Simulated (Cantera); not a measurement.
Feed: 1 mol SiO2, 4.3 mol C, 0.19 mol N2, held at 0.825 Torr.

Equilibrium computed with Cantera from the NASA thermochemical tables; the gas is ideal and each condensed phase is pure. Candidate condensed phases: C, Si, SiC, SiO2, Si2N2O, Si3N4; 34 gas species. Rates play no part.

**Question.** At 1875 K, list the 4 most abundant gas species with their mole fractions, and the condensed phases.

**Answer.** CO 0.907, N2 0.0867, SiO 0.00620, Si 0.000276. Condensed: C(graphite) + SiC(s).
